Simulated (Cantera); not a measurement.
What does this Cantera script print?

```python
import numpy as np
import cantera as ct

gas_names = """
    CL CL2 H HCL H2 N NH NH2 NH3 N2 N2H2 N2H4 Si SiCL SiCL2 SiCL3 SiCL4 SiH SiHCL3 SiH2 SiH2CL2 SiH3
    SiH3CL SiH4 SiN Si2 Si2N Si3
""".split()
cond_names = """
    NH4CL(a) NH4CL(b) Si(cr) Si(L) Si3N4(a)
""".split()


def load(file, names, dense=False):
    # The tables refer to 1 bar. Condensed volumes are neglected.
    table = {s.name: s for s in ct.Species.list_from_file(file)}
    out = []
    for n in names:
        d = dict(table[n].input_data)
        d["thermo"] = dict(d["thermo"], **{"reference-pressure": 1e5})
        if dense:
            d["equation-of-state"] = {"model": "constant-volume", "density": "1e6 g/cm^3"}
        out.append(ct.Species.from_dict(d))
    return out


gas = ct.Solution(thermo="ideal-gas", species=load("nasa_gas.yaml", gas_names))
cond = {s.name: ct.Solution(thermo="fixed-stoichiometry", species=[s], name=s.name)
        for s in load("nasa_condensed.yaml", cond_names, dense=True)}
atoms = {
    'SiH2Cl2': {'Si': 1, 'H': 2, 'CL': 2},
    'N2': {'N': 2},
}
top_T = {'Si3N4(a)': 2400}  # K; cautious upper limits of use, not melting points


def equilibrate(T, P, feed):
    n = {}
    for name, mol in feed.items():
        for a, k in atoms[name].items():
            n[a] = n.get(a, 0.0) + k * mol
    gas.TPX = T, P, n
    mass = sum(n.values()) * gas.mean_molecular_weight
    gas.equilibrate("TP")
    valid = [c for c in cond.values() if c.min_temp <= T <= top_T.get(c.name, c.max_temp)]
    mix = ct.Mixture([(gas, mass / gas.mean_molecular_weight)] + [(c, 0.0) for c in valid])
    mix.T, mix.P = T, P
    mix.equilibrate("TP", solver="vcs", rtol=1e-11, max_steps=5000)
    return mix


results = []
feed = {'SiH2Cl2': 1, 'N2': 3.1}  # mol
P = 133.322  # Pa
for T in [750, 825, 900, 975, 1050, 1125, 1200, 1275, 1350]:
    mix = equilibrate(T, P, feed)
    results.append((T, P, feed, dict(zip(mix.species_names, mix.species_moles))))

top = {s: max(r[3][s] / sum(r[3][g] for g in gas_names) for r in results) for s in gas_names}
cols = sorted((s for s in top if top[s] > 0.0001), key=lambda s: -top[s])[:7]
seen = [c for c in cond_names if any(r[3].get(c, 0) > 1e-12 for r in results)]
print("log10 of partial pressures in bar; condensed amounts in mol")
print(f"{'T/K':>10s}" + "".join(f"{s[:9]:>10s}" for s in cols + seen))
for T, P, feed, n in results:
    ng = sum(n[g] for g in gas_names)
    print(f"{T:10.4g}" + "".join(f"{np.log10(max(n[s] / ng * P / 1e5, 1e-99)):10.3f}" for s in cols)
          + "".join(f"{n.get(c, 0):10.4g}" for c in seen))
```

Result:

```
log10 of partial pressures in bar; condensed amounts in mol
       T/K        N2       HCL        H2     SiCL4     SiCL2     SiCL3    SiHCL3  Si3N4(a)
       750    -3.101    -3.492    -3.838    -4.139   -12.671    -9.538    -7.830    0.2543
       825    -3.103    -3.463    -3.875    -4.176   -10.889    -8.505    -7.495    0.2605
       900    -3.105    -3.441    -3.906    -4.207    -9.408    -7.647    -7.219    0.2655
       975    -3.107    -3.424    -3.933    -4.235    -8.160    -6.923    -6.987    0.2695
      1050    -3.109    -3.411    -3.957    -4.261    -7.094    -6.307    -6.791    0.2726
      1125    -3.110    -3.401    -3.976    -4.291    -6.176    -5.779    -6.626    0.2745
      1200    -3.111    -3.397    -3.989    -4.341    -5.388    -5.336    -6.498    0.2733
      1275    -3.112    -3.405    -3.986    -4.460    -4.732    -5.003    -6.435    0.2628
      1350    -3.112    -3.443    -3.948    -4.760    -4.248    -4.853    -6.507     0.233
```

Method: chemical equilibrium by Gibbs-energy minimisation in Cantera with the NASA 1993 tables (ideal gas, pure condensed phases). N2 is the only nitrogen source here; it is nearly inert below about 1500 K, so the nitride shown seldom forms there in practice. The tables' values for SiCl3 are old estimates; treat these amounts as uncertain.
